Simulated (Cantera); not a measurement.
A perfectly stirred reactor is fed with NO : N₂ = 1 : 4.3 (molar parts), at 0.987 atm; it is held at 1900 K, and followed from long to short residence time.

Model: GRI-Mech 3.0 (53 species, 325 reactions), integrated in Cantera.

One state of this run: x NO = 0.149; x N₂ = 0.831; x NO₂ = 9.79e-5; x O₂ = 0.0196; x N₂O = 9.98e-6. x: mole fraction; the columns are a selection and need not sum to one.

**Question.** Which value of τ (s) does it belong to?
A. 0.0050
B. 0.076
C. 0.00033
D. 1.1

**Answer.** D, 1.1
